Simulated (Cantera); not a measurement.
A closed system holds: 1 mol Fe2O3, 0.1 mol HCl, 0.74 mol H2, held at 1350 °C and 1700 Pa.

Equilibrium computed with Cantera from the NASA thermochemical tables; the gas is ideal and each condensed phase is pure. Candidate condensed phases: Fe, FeCl2, FeCl3, FeO, Fe(OH)2, Fe(OH)3, Fe2O3, Fe3O4, H2O; 22 gas species. Mutual solubility and eutectic melting of coexisting phases are not modelled. The tables' stoichiometric FeO is somewhat more stable than real wüstite, so its field is too wide. FeO: taken at fixed stoichiometry. Equilibrium is a limit: real reactors are often held back by kinetics, nucleation or transport.

Base state: H2O 0.873, HCl 0.107, H2 0.0137, FeCl2 0.00565, Cl 0.000383, OH 0.000165, H 6.21e-5, Fe(OH)2 4.01e-5 (mole fractions); condensed: FeO(s) + Fe3O4(s).

### Question
What changes in the equilibrium state with this change: temperature from 1350 °C to 1025 °C?

### Answer
```json
[
 {"species": "H2O", "before": "0.873", "after": "0.857"},
 {"species": "HCl", "before": "0.107", "after": "0.114"},
 {"species": "H2", "before": "0.0137", "after": "0.0259"},
 {"species": "FeCl2", "before": "0.00565", "after": "0.00243"},
 {"species": "O2", "before": "1.78e-5", "after": "<1e-9"},
 {"species": "OH", "before": "0.000165", "after": "5.68e-7"},
 {"species": "FeO(s), mol", "before": "1.18", "after": "1.15"},
 {"species": "Fe3O4(s), mol", "before": "0.271", "after": "0.282"}
]
```
